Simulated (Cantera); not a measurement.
Feed: 1 mol SiHCl3, 9.5 mol NH3, 5.9 mol N2, at 100 Torr.

Cantera equilibrium calculation (NASA polynomials, part measured and part estimated; ideal gas, pure solids and liquids). Candidate condensed phases: NH4Cl, Si, Si3N4; 28 gas species. Kinetics and transport are ignored.

Over these rows the condensed part is Si3N4(s). Partial pressures as log10 of bar:

```tsv
T (K)	1000/T (1/K)	log p SiCl2	log p H2	log p N2	log p HCl
1323	0.7559	-5.20	-1.17	-1.29	-1.82
1423	0.7027	-4.47	-1.17	-1.29	-1.82
1523	0.6566	?	-1.17	-1.29	-1.83
1623	0.6161	-3.36	-1.17	-1.29	-1.85
1723	0.5804	-2.97	-1.17	-1.29	-1.89
1823	0.5485	-2.69	-1.16	-1.29	-1.96
```

Problem. Fit log p(SiCl2) = a + b·(1000/T) to the five rows, give the apparent enthalpy, and predict the row at 1523 K.

Solution. Means: 1000/T = 0.6407, log p = -3.738. Sxy = -0.366041, Sxx = 0.0298571, so b = -12.26 and a = -3.738 − (-12.26)×0.6407 = 4.12.
Apparent enthalpy: −19.145 × (-12.26) = 235 kJ/mol. With the condensed phases at unit activity, 1/3 Si3N4(s) + 2 HCl(g) = SiCl2(g) + H2(g) + 2/3 N2(g) links this pressure to the main gases: over the six rows their terms move log p by -0.29 in all, so the slope isn't that reaction's ΔH° alone. The five rows lie within 0.09 of the line.
Prediction at 1523 K: 4.12 + (-12.26)×0.6566 = -3.93. The computed value is -3.86, 0.07 from the line.
